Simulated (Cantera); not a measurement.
**Stirred combustor or abatement burner**

A perfectly stirred reactor is fed with CO : H2 : CH4 : O2 : N2 : CO2 = 1 : 0.14 : 0.87 : 1.78 : 6.68 : 0.26 (molar parts), equivalence ratio 1.3, at 5.00 bar; it is adiabatic with a 600 K inlet, and is followed from long to short residence time, starting on the burning branch (τ in s: 0.27, 0.13, 0.061, 0.029, 0.014, 0.0066, 0.0031, 0.0015, 0.00071, 0.00034, 0.00016, 7.6e-05).

Detailed kinetics in Cantera: GRI-Mech 3.0 (53 species, 325 reactions).

```json
[
 {"τ (s)": "0.27", "T (K)": "2324", "x CO": "0.0809", "x H2": "0.0188", "x CH4": "1.52e-6", "x CH2O": "1.05e-7", "x HCO": "5.62e-8", "x NO": "0.000296"},
 {"τ (s)": "0.13", "T (K)": "2323", "x CO": "0.0809", "x H2": "0.0188", "x CH4": "2.92e-6", "x CH2O": "2.05e-7", "x HCO": "6.12e-8", "x NO": "0.000305"},
 {"τ (s)": "0.061", "T (K)": "2321", "x CO": "0.0809", "x H2": "0.0188", "x CH4": "5.38e-6", "x CH2O": "3.96e-7", "x HCO": "7.12e-8", "x NO": "0.000319"},
 {"τ (s)": "0.029", "T (K)": "2319", "x CO": "0.0810", "x H2": "0.0189", "x CH4": "9.10e-6", "x CH2O": "7.23e-7", "x HCO": "9.01e-8", "x NO": "0.000339"},
 {"τ (s)": "0.014", "T (K)": "2315", "x CO": "0.0812", "x H2": "0.0189", "x CH4": "1.42e-5", "x CH2O": "1.24e-6", "x HCO": "1.24e-7", "x NO": "0.000361"},
 {"τ (s)": "0.0066", "T (K)": "2308", "x CO": "0.0815", "x H2": "0.0190", "x CH4": "2.12e-5", "x CH2O": "2.07e-6", "x HCO": "1.90e-7", "x NO": "0.000383"},
 {"τ (s)": "0.0031", "T (K)": "2298", "x CO": "0.0819", "x H2": "0.0192", "x CH4": "3.10e-5", "x CH2O": "3.33e-6", "x HCO": "3.12e-7", "x NO": "0.000397"},
 {"τ (s)": "0.0015", "T (K)": "2284", "x CO": "0.0825", "x H2": "0.0194", "x CH4": "4.50e-5", "x CH2O": "5.18e-6", "x HCO": "5.31e-7", "x NO": "0.000397"},
 {"τ (s)": "0.00071", "T (K)": "2264", "x CO": "0.0835", "x H2": "0.0197", "x CH4": "6.79e-5", "x CH2O": "8.11e-6", "x HCO": "9.53e-7", "x NO": "0.000377"},
 {"τ (s)": "0.00034", "T (K)": "2237", "x CO": "0.0850", "x H2": "0.0202", "x CH4": "0.000106", "x CH2O": "1.27e-5", "x HCO": "1.74e-6", "x NO": "0.000336"},
 {"τ (s)": "0.00016", "T (K)": "2200", "x CO": "0.0872", "x H2": "0.0208", "x CH4": "0.000176", "x CH2O": "2.07e-5", "x HCO": "3.31e-6", "x NO": "0.000276"},
 {"τ (s)": "7.6e-5", "T (K)": "2152", "x CO": "0.0903", "x H2": "0.0215", "x CH4": "0.000314", "x CH2O": "3.50e-5", "x HCO": "6.36e-6", "x NO": "0.000206"}
]
```
x: mole fraction; the columns are a selection and need not sum to one.
